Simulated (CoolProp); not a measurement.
Vapour pressure (bar) of R236FA: the reference equation beside estimates from Tc = 124.9 °C, pc = 31.91 bar, ω = 0.377.

The numbers come from the reference Helmholtz-energy equation of state, Pan 2012 in CoolProp.

| T (°C) | reference | Lee-Kesler | van der Waals | Redlich-Kwong |
|---|---|---|---|---|
| -67.15 | 0.02142 | 0.02091 | 1.115 | 0.1147 |
| -44.75 | 0.1090 | 0.1061 | 2.131 | 0.4021 |
| -22.25 | 0.3910 | 0.3846 | 3.662 | 1.076 |
| 0.15 | 1.084 | 1.079 | 5.790 | 2.364 |
| 22.55 | 2.504 | 2.510 | 8.602 | 4.518 |
| 45.05 | 5.065 | 5.092 | 12.19 | 7.803 |
| 67.45 | 9.226 | 9.267 | 16.57 | 12.42 |
| 89.85 | 15.57 | 15.61 | 21.83 | 18.61 |

Absolute difference from the reference over all 8 rows, mean and median: Lee-Kesler 1.1 and 0.5 %, van der Waals 1091.9 and 338.8 %, Redlich-Kwong 148.3 and 99.3 %.
